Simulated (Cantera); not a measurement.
## Equilibrium for chlorosilane synthesis and conversion: SiCl₄ + Cl₂ + H₂

Input: 1 mol SiCl₄, 0.85 mol Cl₂, 0.36 mol H₂, equilibrated at 1600 K and 0.690 bar.

These are equilibrium values from Cantera (NASA tables, ideal gas, pure condensed phases), not measurements of a reactor. Candidate condensed phases: Si; 19 gas species. The tables' values for SiCl₃ are old estimates; treat these amounts as uncertain. The numbers say what is thermodynamically allowed, not how fast it happens.

x(SiCl₄): 0.439
x(HCl): 0.316
x(Cl₂): 0.187
x(Cl): 0.0572
x(SiCl₃): 0.000142
gas amount: 2.275 mol
log10 activity of Si(s) (absent): -13.57
